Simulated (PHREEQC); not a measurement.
# Metal-bearing waste water (model solution)

Make-up at 25 °C: 94 mmol/kgw CdCl2, 1.5 mmol/kgw HCl and 0.44 mmol/kgw Na2SO4. Closed to the air; pH follows from the charge balance.

Model: ion-association model, phreeqc.dat, run in PHREEQC.

Precipitation was switched off in this run.

Q: Estimate the pH, ionic strength, density.

A: pH 2.92; ionic strength 0.119 mol/kgw; density 1.012 g/cm³.

Q: In which forms is S present?

A: SO4-2 59 %, CdSO4 38 %, HSO4- 3.2 % of the S.
